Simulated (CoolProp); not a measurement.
Model: reference Helmholtz-energy equation of state, Lemmon 2003, in CoolProp. It is a pseudo-pure fit of the blend.

Task: For R410A, give the phase and the density (kg/m³), expansivity (1/kK), viscosity (µPa s), conductivity (mW/(m K)) at 130.25 °C and 0.723 MPa.

Result: 
- 130.25 °C and 0.723 MPa: gas; density 16.2, expansivity 2.78, viscosity 17.6, conductivity 21.6

Viscosity comes from a separate model (Geller 2000). Thermal conductivity comes from a separate model (Geller 2001).
